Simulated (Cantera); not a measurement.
Thermodynamics of silicon etching in halogen gases, feed Si + NF3

Input: 1 mol Si, 0.65 mol NF3, equilibrated at 725 K and 26000 Pa.

Equilibrium computed with Cantera from the NASA thermochemical tables; the gas is ideal and each condensed phase is pure. Candidate condensed phases: Si, Si3N4; 16 gas species. Kinetics and transport are ignored.

```
Property         Result
-----------  ----------
x(SiF4)           1.000
x(SiF3)         3.01e-6
n(Si(s))     0.0250 mol
n(Si3N4(s))   0.163 mol
gas amount   0.4875 mol
```
